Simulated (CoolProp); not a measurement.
Vapour-liquid equilibrium of CH2F2 (R32) (1) + R142b (2) at 218.3 K; x and y are mole fractions of (1).

The numbers come from the multi-fluid Helmholtz-energy mixture model, Tillner-Roth 1997 and Lemmon 2006; pair parameters Bell 2016 in CoolProp.

| x | bubble pressure (kPa) | y at the bubble point | dew pressure at overall composition x (kPa) | liquid density (mol/L) |
|---|---|---|---|---|
| 0.05 | 15.50 | 0.385 | 10.46 | 13.17 |
| 0.125 | 23.85 | 0.630 | 11.28 | 13.66 |
| 0.2 | 31.95 | 0.745 | [?] | 14.18 |
| 0.275 | 39.50 | 0.810 | 13.38 | 14.74 |
| 0.35 | 46.33 | 0.852 | 14.75 | 15.34 |
| 0.425 | 52.38 | 0.881 | 16.43 | 15.99 |
| 0.5 | 57.70 | 0.902 | 18.54 | 16.69 |
| 0.575 | [?] | 0.918 | 21.28 | 17.46 |
| 0.65 | 66.64 | 0.932 | 24.97 | 18.29 |
| 0.725 | 70.60 | 0.945 | 30.18 | 19.20 |
| 0.8 | 74.48 | 0.958 | 38.08 | [?] |
| 0.875 | 78.46 | 0.971 | 51.10 | 21.32 |
| 0.95 | 82.74 | 0.987 | 72.17 | 22.57 |

Task: Some entries are withheld; supply them.

Result: 
- 0.2, dew pressure at overall composition x (kPa): 12.24
- 0.575, bubble pressure (kPa): 62.40
- 0.8, liquid density (mol/L): 20.21

No azeotrope shows between x = 0.05 and 0.95.

The pair parameters rest on a limited set of measurements; away from them the model extrapolates.
